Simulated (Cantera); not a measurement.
Stirred combustor or abatement burner

A perfectly stirred reactor is fed with C₃H₈ : O₂ : N₂ = 1 : 3.85 : 14.5 (molar parts), equivalence ratio 1.3, at 5.00 bar; it is adiabatic with a 550 K inlet, and is followed from long to short residence time, starting on the burning branch (τ in s: 0.024, 0.011, 0.0051, 0.0023, 0.0011, 0.00049, 0.00022, 0.0001, 4.6e-05, 2.1e-05, 9.7e-06).

Detailed kinetics in Cantera: GRI-Mech 3.0 (53 species, 325 reactions). GRI-Mech 3.0 was tuned for natural gas; its chemistry of propane as a main component is partial and can be far from experiment.

```csv
τ (s),T (K),x C₃H₈,x O₂,x OH,x N₂O,x CH₄,x CO,x C₂H₄
0.024,2296,2.52e-7,0.000114,0.000954,3.33e-8,1.36e-5,0.0751,1.35e-6
0.011,2291,4.96e-7,0.000188,0.00116,4.44e-8,1.89e-5,0.0751,2.42e-6
0.0051,2285,9.44e-7,0.000313,0.00144,6.02e-8,2.46e-5,0.0751,4.18e-6
0.0023,2276,1.81e-6,0.000530,0.00181,8.22e-8,3.19e-5,0.0752,7.20e-6
0.0011,2264,3.27e-6,0.000861,0.00222,1.08e-7,4.16e-5,0.0754,1.19e-5
0.00049,2248,6.34e-6,0.00146,0.00269,1.40e-7,5.93e-5,0.0758,2.10e-5
0.00022,2226,1.26e-5,0.00251,0.00312,1.75e-7,9.27e-5,0.0765,3.86e-5
0.00010,2195,2.61e-5,0.00441,0.00338,2.04e-7,0.000163,0.0778,7.74e-5
4.6e-5,2144,6.09e-5,0.00844,0.00326,2.02e-7,0.000340,0.0807,0.000186
2.1e-5,550,0.0517,0.199,<1e-12,<1e-12,<1e-12,<1e-12,<1e-12
9.7e-6,550,0.0517,0.199,<1e-12,<1e-12,<1e-12,<1e-12,<1e-12
```
x: mole fraction; the columns are a selection and need not sum to one.
